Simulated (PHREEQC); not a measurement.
Model water analysis in mmol/kgw, 40 °C, pH 7.24, pe 10.7:

```tsv
constituent	mmol/kgw
Na	238
K	5.01
Ca	0.849
Mg	28.2
Cl	277
S(6)	14.1
Alkalinity (meq/kgw)	9.93
Cu(2)	8.97
Cd	0.409
Ba	0.02
```

Valence states are taken as typed.

All values are PHREEQC results (ion-association model, wateq4f.dat), not measurements.

This is a speciation only: nothing precipitates in the calculation.

Problem. Order these Ba species by the share of Ba that they hold, largest first: Ba+2, BaSO4, BaHCO3+.

Solution. Ba+2 (83 %), BaSO4 (16 %), BaHCO3+ (0.17 %)

Problem. Order these C species by the share of C that they hold, largest first: MgHCO3+, CuCO3, CuHCO3+, HCO3-, CO2.

Solution. HCO3- (55 %), CuCO3 (27 %), MgHCO3+ (5.3 %), CO2 (4.2 %), CuHCO3+ (3.6 %)

The pH is 7.24 and the ionic strength 0.333 mol/kgw. The solution is supersaturated, for example in Atacamite, Malachite, so a real one may precipitate; this is no full list. Complexes and solids missing from the database can't appear. Constants without temperature data keep their 25 °C values here.
